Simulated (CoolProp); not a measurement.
R124 along the isotherm 470 K: Z from the reference equation and from simpler models built on Tc = 395.4 K, pc = 3.624 MPa, ω = 0.288; each cubic takes its own stable root.

Values from CoolProp's reference Helmholtz-energy equation of state, de Vries 1995.

| p (MPa) | phase | reference | van der Waals | Redlich-Kwong | Soave-Redlich-Kwong |
|---|---|---|---|---|---|
| 0.0573 | gas | 0.9970 | 0.9969 | 0.9968 | 0.9971 |
| 0.102 | gas | 0.9947 | 0.9945 | 0.9942 | 0.9949 |
| 0.181 | gas | 0.9905 | 0.9903 | 0.9897 | 0.9909 |
| 0.322 | gas | 0.9831 | 0.9826 | 0.9817 | 0.9838 |
| 0.573 | gas | 0.9698 | 0.9687 | 0.9672 | ? |
| 1.02 | gas | ? | 0.9433 | 0.9411 | 0.9482 |
| 1.81 | gas | ? | 0.8958 | 0.8934 | 0.9071 |
| 3.22 | gas | 0.8224 | ? | ? | 0.8323 |
| 5.73 | supercritical | 0.6752 | 0.5939 | 0.6379 | 0.7048 |
| 10.2 | supercritical | 0.5534 | 0.5862 | 0.5579 | 0.6257 |
| 18.1 | supercritical | 0.7038 | 0.8532 | ? | 0.7727 |

Question: What belongs in the gaps?

Answer: 
- 0.573, Soave-Redlich-Kwong: 0.9711
- 1.02, reference: 0.9458
- 1.81, reference: 0.9025
- 3.22, van der Waals: 0.8008
- 3.22, Redlich-Kwong: 0.8037
- 18.1, Redlich-Kwong: 0.7291
